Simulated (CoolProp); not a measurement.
Saturation properties of nitrous oxide.

Model: reference Helmholtz-energy equation of state, Lemmon 2006, in CoolProp. It is a short technical equation, of lower accuracy than the large ones.

| T (K) | p (bar) | liquid density (kg/m³) | vapour density (kg/m³) | enthalpy of vaporisation (kJ/kg) |
|---|---|---|---|---|
| 223.5 | 6.564 | 1108 | 17.23 | 325.4 |
| 226.3 | 7.307 | 1099 | 19.10 | 321.4 |
| 229 | 8.081 | 1089 | 21.06 | 317.4 |
| 231.8 | 8.947 | 1080 | 23.25 | 313.1 |
| 234.5 | 9.845 | 1070 | 25.52 | 308.9 |
| 237.2 | 10.81 | 1060 | 27.98 | 304.6 |
| 240 | 11.88 | 1050 | 30.72 | 300.0 |
| 242.7 | 12.98 | 1039 | 33.56 | 295.4 |
| 245.5 | 14.20 | 1029 | 36.74 | 290.6 |
| 248.2 | 15.46 | 1018 | 40.03 | 285.8 |
| 251 | 16.85 | 1007 | 43.71 | 280.6 |
| 253.7 | 18.27 | 995.8 | 47.53 | 275.5 |
| 256.5 | 19.83 | 984.1 | 51.79 | 270.0 |

It boils at 184.7 K under 1 atm.
